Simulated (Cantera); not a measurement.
Source: NASA polynomial tables (part measured, part estimated), evaluated in Cantera. Values are per mole of reaction as written; species without (g) are pure solids or liquids, kept so even where they would boil at 1 bar.

FeCl2 + Cl(g) ⇌ FeCl3(g), with ΔH° = -32.6 kJ and ΔS° = 61.0 J/K at 300 K.

Question: How far is the shortcut ΔG° ≈ ΔH°(300 K) − T·ΔS°(300 K) from the full temperature-dependent value at 1200, 1225, 1250, 1275, 1300, 1325, 1350, 1375, 1400, 1425, 1450 K?

Answer: 
```csv
T (K),shortcut (kJ),full (kJ),difference (kJ),difference in log10 K,condensed phases
1200,-105.8,-76.2,-29.6,1.29,FeCl2(l)
1225,-107.3,-75.7,-31.6,1.35,FeCl2(l)
1250,-108.8,-75.1,-33.7,1.41,FeCl2(l)
1275,-110.3,-74.5,-35.8,1.47,FeCl2(l)
1300,-111.9,-73.9,-38.0,1.52,FeCl2(l)
1325,-113.4,-73.3,-40.1,1.58,FeCl2(l)
1350,-114.9,-72.6,-42.3,1.64,FeCl2(l)
1375,-116.4,-72.0,-44.5,1.69,FeCl2(l)
1400,-118.0,-71.3,-46.7,1.74,FeCl2(l)
1425,-119.5,-70.6,-48.9,1.79,FeCl2(l)
1450,-121.0,-69.9,-51.1,1.84,FeCl2(l)
```
The shortcut ignores heat capacities and the phase changes listed.
